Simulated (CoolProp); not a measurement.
Vapour pressure (MPa) of C3F8 (R218): the reference equation beside estimates from Tc = 345.0 K, pc = 2.640 MPa, ω = 0.317. Clausius-Clapeyron is anchored at 204.5 K with a constant enthalpy of vaporisation of 21.80 kJ/mol.

Values from CoolProp's reference Helmholtz-energy equation of state, Lemmon 2006. It is a short technical equation, of lower accuracy than the large ones.

```
T (K)  reference  Clausius-Clapeyron  Soave-Redlich-Kwong
-----  ---------  ------------------  -------------------
186.3   0.004982            0.005222             0.004923
204.5    0.01828             0.01828              0.01809
222.7    0.05221             0.05212              0.05189
241       0.1244              0.1274               0.1243
259.2     0.2564              0.2736               0.2576
277.4     0.4747              0.5313               0.4798
295.7     0.8116              0.9537               0.8246
313.9      1.298               1.595                1.323
332.1      1.984               2.521                2.012
```

Absolute difference from the reference over all 9 rows, mean and median: Clausius-Clapeyron 10.4 and 6.7 %, Soave-Redlich-Kwong 1.0 and 1.1 %.
